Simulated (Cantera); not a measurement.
Feed: 1 mol SiH₄, 0.32 mol NH₃, 20 mol N₂, at 1102 °C and 74.0 Pa.

Cantera equilibrium calculation (NASA polynomials, part measured and part estimated; ideal gas, pure solids and liquids). Candidate condensed phases: Si, Si₃N₄; 18 gas species. Equilibrium is a limit: real reactors are often held back by kinetics, nucleation or transport.

Base state: N₂ 0.887, H₂ 0.113, H 4.23e-5 (mole fractions); condensed: Si₃N₄(s).

**Question.** What changes in the equilibrium state with this change: temperature from 1102 °C to 1452 °C?

**Answer.** 
| species | before | after |
|---|---|---|
| N₂ | 0.887 | 0.888 |
| H₂ | 0.113 | 0.108 |
| H | 4.23e-5 | 0.00225 |
| Si | 1.60e-8 | 0.00137 |
| Si₂N | <1e-9 | 3.44e-5 |
| SiN | <1e-9 | 1.96e-5 |
| Si₃N₄(s), mol | 0.333 | 0 |
| Si(l), mol | 0 | 0.966 |
The tables' values for SiN are old estimates; treat these amounts as uncertain.
